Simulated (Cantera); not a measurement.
## Silicon epitaxy and polysilicon growth: Si2Cl6 + Cl2 + H2

Charge: 1 mol Si2Cl6, 0.0035 mol Cl2, 17 mol H2, equilibrated at 0.170 bar.

Equilibrium computed with Cantera from the NASA thermochemical tables; the gas is ideal and each condensed phase is pure. Candidate condensed phases: Si; 19 gas species. The feed counts by its element totals alone. The tables' values for SiCl3 are old estimates; treat these amounts as uncertain. Equilibrium is a limit: real reactors are often held back by kinetics, nucleation or transport.

```json
[
 {"T (K)": "825", "log p H2": "-0.81", "log p HCl": "-3.35", "log p SiCl4": "-1.99", "log p SiCl2": "-5.85", "log p SiHCl3": "-2.35", "log p SiCl3": "-4.89", "n Si(s)": "0.380"},
 {"T (K)": "875", "log p H2": "-0.81", "log p HCl": "-3.10", "log p SiCl4": "-1.99", "log p SiCl2": "-5.28", "log p SiHCl3": "-2.36", "log p SiCl3": "-4.51", "n Si(s)": "0.392"},
 {"T (K)": "925", "log p H2": "-0.81", "log p HCl": "-2.87", "log p SiCl4": "-1.99", "log p SiCl2": "-4.77", "log p SiHCl3": "-2.37", "log p SiCl3": "-4.18", "n Si(s)": "0.408"},
 {"T (K)": "975", "log p H2": "-0.81", "log p HCl": "-2.67", "log p SiCl4": "-2.00", "log p SiCl2": "-4.32", "log p SiHCl3": "-2.39", "log p SiCl3": "-3.88", "n Si(s)": "0.429"},
 {"T (K)": "1025", "log p H2": "-0.82", "log p HCl": "-2.49", "log p SiCl4": "-2.01", "log p SiCl2": "-3.91", "log p SiHCl3": "-2.41", "log p SiCl3": "-3.62", "n Si(s)": "0.457"},
 {"T (K)": "1075", "log p H2": "-0.82", "log p HCl": "-2.33", "log p SiCl4": "-2.03", "log p SiCl2": "-3.55", "log p SiHCl3": "-2.43", "log p SiCl3": "-3.39", "n Si(s)": "0.488"},
 {"T (K)": "1125", "log p H2": "-0.82", "log p HCl": "-2.19", "log p SiCl4": "-2.06", "log p SiCl2": "-3.22", "log p SiHCl3": "-2.46", "log p SiCl3": "-3.19", "n Si(s)": "0.522"},
 {"T (K)": "1175", "log p H2": "-0.83", "log p HCl": "-2.06", "log p SiCl4": "-2.11", "log p SiCl2": "-2.94", "log p SiHCl3": "-2.50", "log p SiCl3": "-3.02", "n Si(s)": "0.551"},
 {"T (K)": "1225", "log p H2": "-0.84", "log p HCl": "-1.96", "log p SiCl4": "-2.18", "log p SiCl2": "-2.69", "log p SiHCl3": "-2.56", "log p SiCl3": "-2.88", "n Si(s)": "0.571"},
 {"T (K)": "1275", "log p H2": "-0.84", "log p HCl": "-1.87", "log p SiCl4": "-2.27", "log p SiCl2": "-2.48", "log p SiHCl3": "-2.64", "log p SiCl3": "-2.78", "n Si(s)": "0.575"},
 {"T (K)": "1325", "log p H2": "-0.85", "log p HCl": "-1.80", "log p SiCl4": "-2.40", "log p SiCl2": "-2.30", "log p SiHCl3": "-2.75", "log p SiCl3": "-2.72", "n Si(s)": "0.559"},
 {"T (K)": "1375", "log p H2": "-0.86", "log p HCl": "-1.74", "log p SiCl4": "-2.57", "log p SiCl2": "-2.17", "log p SiHCl3": "-2.88", "log p SiCl3": "-2.70", "n Si(s)": "0.527"},
 {"T (K)": "1425", "log p H2": "-0.86", "log p HCl": "-1.70", "log p SiCl4": "-2.78", "log p SiCl2": "-2.07", "log p SiHCl3": "-3.05", "log p SiCl3": "-2.72", "n Si(s)": "0.487"}
]
```
log p: log10 of the partial pressure in bar; n: condensed amount in mol.

From 825 K to 1425 K the condensed part is Si(s). The main Si-bearing gas is SiCl4 at 825 K and SiCl2 at 1425 K. The share of Si in condensed phases is highest at 1275 K (28.7 %) and lowest at 825 K (19.0 %).
